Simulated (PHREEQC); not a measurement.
PHREEQC input (ion-association model, wateq4f.dat):

```
SOLUTION_MASTER_SPECIES
  An  An-  0  An  62.0  # stands for a non-complexing anion
SOLUTION_SPECIES
  An- = An-
    -log_k 0
    -gamma 3.0 0
PHASES
  Fix_H+
    H+ = H+
    -log_k 0
SOLUTION 1
  temp 25
  units mmol/kgw
  pH 7 charge
  Cl 0.0196
  Ca 0.0098
  Na 100
  An 100
END
SELECTED_OUTPUT 1
  -reset false
  -pH true
  -pe true
  -ionic_strength true
  -water true
  -totals Ca Cl Na
  -molalities Hfo_wOH Hfo_wOH2+ Hfo_wO- Hfo_sOH Hfo_sOH2+ Hfo_sO- Hfo_sOHCa+2 Hfo_wOCa+
  -saturation_indices Portlandite Halite
USER_PUNCH 1
  -headings sigma psi
  10 PUNCH EDL("sigma", "Hfo"), EDL("psi", "Hfo")
PRINT
  -reset false
USE solution 1
SURFACE 1
  Hfo_wOH 0.00966292 600 4.3
  Hfo_sOH 0.000241573
EQUILIBRIUM_PHASES 1
  Fix_H+ -4 HAn 10
    -force_equality true
  O2(g) -0.68 10
END
# ... the last block is repeated for the other 12 points of pH, with NaOH or the acid as the point needs
```

Selected output (columns that matter, 10 of 13 rows; pH added in front):

```
pH	mu	Ca	Cl	Na	m_Hfo_wOH	m_Hfo_wOH2+	m_Hfo_wO-	m_Hfo_sOH	m_Hfo_sOH2+	m_Hfo_sO-	si_Portlandite	si_Halite	sigma	psi
4	0.10446	9.7999e-06	1.96e-05	0.1	0.0012528	0.0084058	4.2774e-06	3.132e-05	0.00021015	1.0694e-07	-20.225	-7.5162	0.32208	0.14572
4.67	0.10346	9.7992e-06	1.96e-05	0.1	0.0029548	0.0066782	2.995e-05	7.387e-05	0.00016695	7.4876e-07	-18.884	-7.5155	0.25486	0.13404
6	0.10153	9.7607e-06	1.96e-05	0.1	0.0061938	0.0031939	0.00027517	0.00015482	7.9835e-05	6.8781e-06	-16.224	-7.5141	0.11189	0.093327
6.67	0.10087	9.4557e-06	1.96e-05	0.1	0.0069822	0.0021648	0.0005159	0.00017432	5.4046e-05	1.288e-05	-14.896	-7.5136	0.063234	0.066762
7.33	0.10042	7.1121e-06	1.96e-05	0.1	0.0073187	0.0015549	0.00078918	0.00018104	3.8463e-05	1.9522e-05	-13.7	-7.5133	0.029542	0.03743
8.67	0.1003	1.6672e-07	1.96e-05	0.10057	0.0073657	0.00087379	0.0014224	0.0001775	2.1057e-05	3.4278e-05	-12.649	-7.5107	-0.020326	-0.026868
9.33	0.10072	1.5994e-08	1.96e-05	0.10139	0.0071246	0.00060058	0.0019362	0.00017184	1.4485e-05	4.67e-05	-12.348	-7.5075	-0.050475	-0.057133
10	0.1014	1.8876e-09	1.9599e-05	0.10265	0.0065047	0.00034481	0.0028111	0.00015729	8.3376e-06	6.7974e-05	-11.937	-7.5026	-0.093812	-0.08485
11.33	0.1059	7.7906e-11	1.9598e-05	0.10897	0.0035481	4.758e-05	0.0060615	8.685e-05	1.1646e-06	0.00014837	-10.674	-7.48	-0.2299	-0.12822
12	0.11742	3.8096e-11	1.9597e-05	0.12153	0.0016117	7.4053e-06	0.0080353	3.9866e-05	1.8318e-07	0.00019876	-9.6833	-7.4405	-0.30725	-0.14033
```

Species that the database lacks are ignored.
